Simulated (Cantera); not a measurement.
A perfectly stirred reactor is fed with 17.5 % NO, 82.5 % N2, at 1.01 bar; it is held at 1775 K, and followed from long to short residence time.

Cantera simulation using GRI-Mech 3.0 (53 species, 325 reactions); the numbers are that mechanism's predictions, not measurements.

One state of this run: x NO = 0.171; x N2 = 0.827; x NO2 = 6.14e-5; x N2O = 1.22e-5; x O2 = 0.00204; x O = 6.16e-6. x: mole fraction; the columns are a selection and need not sum to one.

Task: Which value of τ (s) does it belong to?
(A) 0.35
(B) 1.7
(C) 0.015
(D) 0.16

Result: A, 0.35
